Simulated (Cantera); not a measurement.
Charge: 1 mol Al, a varied amount of H₂O, 30 mol H₂, at 1627 °C and 390 Torr.

Method: chemical equilibrium by Gibbs-energy minimisation in Cantera with the NASA 1993 tables (ideal gas, pure condensed phases). Candidate condensed phases: Al, Al₂O₃, H₂O; 19 gas species. The tables' values for AlOH are old estimates; treat these amounts as uncertain. Gases not in the tables: Al(OH)₃. Kinetics and transport are ignored.

x: gas mole fraction; n: condensed amount in mol.

```csv
n(H₂O) (mol),x H₂,x H₂O,x Al₂O,x Al,n Al₂O₃(s)
0.71,0.985,1.33e-6,0.00869,0.00424,0.146
1.1,0.992,…,…,…,…
1.9,0.986,…,…,…,0.500
3,0.953,0.0454,7.02e-12,6.42e-10,0.500
4.9,0.902,0.0974,1.37e-12,1.88e-10,0.500
7.9,0.830,0.169,<1e-12,7.28e-11,0.500
13,0.732,0.267,<1e-12,3.02e-11,0.500
21,0.617,0.382,<1e-12,1.37e-11,0.500
```

Problem. Some entries are withheld; supply them.

Solution. 
- 1.1, x H₂O: 1.95e-6
- 1.1, x Al₂O: 0.00411
- 1.1, x Al: 0.00241
- 1.1, n Al₂O₃(s): 0.324
- 1.9, x H₂O: 0.0125
- 1.9, x Al₂O: 9.88e-11
- 1.9, x Al: 4.66e-9
